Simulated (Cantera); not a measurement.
An adiabatic, constant-volume homogeneous reactor starts with CH4 : O2 : N2 = 1 : 2.86 : 11.1 (molar parts), at 1425 K and 2.20 bar. Integrator tolerance rtol = 1e-08.

Model: GRI-Mech 3.0 (53 species, 325 reactions), integrated in Cantera.

| quantity | before | after |
|---|---|---|
| time of steepest temperature rise | 1.18 ms | 0.480 ms |
| temperature at 0.200 s | 2769 K | 2829 K |
| equilibrium temperature | 2769 K | 2829 K |
| x(CH4) at 0.200 s | <1e-12 (gas-phase equilibrium <1e-12) | <1e-12 (gas-phase equilibrium <1e-12) |
| x(O2) at 0.200 s | 0.0516 (gas-phase equilibrium 0.0516) | 0.0501 (gas-phase equilibrium 0.0501) |
| x(NO2) at 0.200 s | 1.19e-5 (gas-phase equilibrium 1.19e-5) | 2.09e-5 (gas-phase equilibrium 2.09e-5) |
| x(CH2O) at 0.200 s | 1.22e-10 (gas-phase equilibrium 1.22e-10) | 2.22e-10 (gas-phase equilibrium 2.22e-10) |
| x(HCN) at 0.200 s | 3.14e-10 (gas-phase equilibrium 3.14e-10) | 4.84e-10 (gas-phase equilibrium 4.84e-10) |
| x(CO2) at 0.200 s | 0.0512 (gas-phase equilibrium 0.0512) | 0.0543 (gas-phase equilibrium 0.0543) |

Problem. What was changed between the two runs?
A) pressure from 2.20 bar to 21.0 bar
B) constant pressure in place of constant volume
C) pressure from 2.20 bar to 5.00 bar
D) pressure from 2.20 bar to 6.50 bar

Solution. D, pressure from 2.20 bar to 6.50 bar
